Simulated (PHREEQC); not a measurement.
Make-up at 25 °C: 0.0025 mol Cu(BF4)2, 0.00074 mol HBF4 and 0.00056 mol KCl per kg of water. Closed to the air; pH follows from the charge balance.

Computed with PHREEQC (ion-association model, phreeqc.dat).

No solid was allowed to form.

Task: Order these B species by the share of B that they hold, largest first: BF4-, BF3OH-, BF2(OH)2-, H3BO3.

Result: BF4- (70 %), H3BO3 (19 %), BF3OH- (7.8 %), BF2(OH)2- (3.2 %)

The pH is 2.86 and the ionic strength 0.00945 mol/kgw. Real BF4- forms and hydrolyses slowly; the run takes it at equilibrium.
